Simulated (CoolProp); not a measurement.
Aqueous potassium acetate as a coolant, at 3 °C, 1 atm.

Computed with CoolProp (Melinder's fits for secondary coolants).

```tsv
mass %	freezing point (°C)	Prandtl number	density (kg/m³)	conductivity (W/(m K))	viscosity (mPa s)
4.2	-1.6	12.9	1026	0.556	1.78
8	-3.5	13.9	1045	0.545	1.95
11.7	-5.5	15.0	1063	0.533	2.14
15.5	-7.8	16.4	1083	0.521	2.35
19.2	-10.5	18.0	1103	0.510	2.61
23	-14.0	19.9	1124	0.499	2.92
26.8	-18.5	22.4	1146	0.488	3.33
30.5	-23.9	25.5	1168	0.477	3.83
34.3	-30.6	29.6	1190	0.467	4.49
```
